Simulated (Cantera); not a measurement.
A perfectly stirred reactor is fed with NH₃ : H₂ = 1 : 2.4 (molar parts), at 100.0 Torr; it is held at 2248 K, and followed from long to short residence time.

Model: the gas-phase N/H chemistry of the illustrative SiF4/NH3 mechanism in the Surface Chemkin manual (1991), integrated in Cantera. Walls and surfaces, which speed up NH3 decomposition in real reactors, are not modelled.

Task: What does this change do: temperature 2248 to 1800 K?

Result: 
```json
[
 {"quantity": "x(NH₃) at τ = 7.60 s", "before": "0.000267", "after": "0.0837"},
 {"quantity": "x(H₂) at τ = 7.60 s", "before": "0.869", "after": "0.835"},
 {"quantity": "x(H) at τ = 7.60 s", "before": "0.0177", "after": "0.000327"},
 {"quantity": "x(N₂H₄) at τ = 7.60 s", "before": "2.96e-12", "after": "2.91e-9"},
 {"quantity": "x(NH₂) at τ = 7.60 s", "before": "1.70e-5", "after": "8.78e-5"},
 {"quantity": "x(NH₃) at τ = 42.0 ms", "before": "0.105", "after": "0.290"},
 {"quantity": "x(H₂) at τ = 42.0 ms", "before": "0.819", "after": "0.708"},
 {"quantity": "x(H) at τ = 42.0 ms", "before": "0.00199", "after": "0.000177"},
 {"quantity": "x(N₂H₄) at τ = 42.0 ms", "before": "6.65e-9", "after": "1.42e-8"},
 {"quantity": "x(NH₂) at τ = 42.0 ms", "before": "0.000801", "after": "0.000194"}
]
```
